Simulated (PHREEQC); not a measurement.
A solution holds 5.1 mmol/kgw HF, 0.051 mmol/kgw NH4F and 94 mmol/kgw (NH4)2SiF6, at 25 °C. Closed to the air; pH follows from the charge balance.

All values are PHREEQC results (ion-association model, phreeqc.dat), not measurements.

No solid was allowed to form.

Q: Estimate the pH.

A: pH 2.79.

Examples of supersaturated solids here: Quartz (slow to form). Others may be too. SiF6-2 is the database's only silicon fluoride.
